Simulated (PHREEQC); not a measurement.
Ca(OH)2 is added in steps, without added water, to 1 kg of water holding 0.15 mol/kgw HNO3, at 25 °C. Oxygen is held at 0.21 atm. No CO2 enters from the air. Solids allowed: Portlandite. Others were left out.

Base run: PHREEQC, ion-association model, wateq4f.dat. Each further column changes one thing. The table gives pH.

```tsv
Ca(OH)2 added (mol)	base	HNO3 replaced by AgNO3 at the same molality	no solid may form
0	0.92	[?]	0.92
0.01317	1.00	[?]	1.00
0.02633	1.11	[?]	1.11
0.0395	1.25	[?]	1.25
0.05267	1.45	[?]	1.45
0.06583	1.84	[?]	1.84
0.079	11.61	11.61	11.61
```

Question: Fill in the missing entries.

Answer: 
- 0, HNO3 replaced by AgNO3 at the same molality: 6.51
- 0.01317, HNO3 replaced by AgNO3 at the same molality: 7.34
- 0.02633, HNO3 replaced by AgNO3 at the same molality: 7.44
- 0.0395, HNO3 replaced by AgNO3 at the same molality: 7.58
- 0.05267, HNO3 replaced by AgNO3 at the same molality: 7.78
- 0.06583, HNO3 replaced by AgNO3 at the same molality: 8.17

 Solids allowed in the column 'HNO3 replaced by AgNO3 at the same molality': Portlandite, Ag2O.
